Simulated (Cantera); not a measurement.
Feed: 1 mol BaF2, 0.021 mol HF, 16 mol N2, 1.6 mol H2O, held at 1625 °C.

Cantera equilibrium calculation (NASA polynomials, part measured and part estimated; ideal gas, pure solids and liquids). Candidate condensed phases: Ba, BaF2, BaO, Ba(OH)2, H2O; 45 gas species. Mutual solubility and eutectic melting of coexisting phases are not modelled. Equilibrium is a limit: real reactors are often held back by kinetics, nucleation or transport.

Q: Which condensed phases are stable at each of these points (P (Pa)): 0.100, 0.460, 2.20, 10, 46, 220, 1000, 4600, 22000, 100000?

A: 
```
P (Pa)  condensed phases  Ba condensed (%)
------  ----------------  ----------------
0.100           gas only               0.0
0.460           gas only               0.0
2.20            gas only               0.0
10              gas only               0.0
46              gas only               0.0
220               BaO(s)               4.4
1000              BaO(s)               6.8
4600              BaO(s)               7.8
22000   BaF2(l) + BaO(s)              29.5
100000  BaF2(l) + BaO(s)              83.3
```

From 0.100 Pa to 46.0 Pa nothing is condensed. From 2.20 mbar to 46.0 mbar the condensed part is BaO(s). From 0.220 bar to 1.00 bar the condensed part is BaF2(l) + BaO(s).
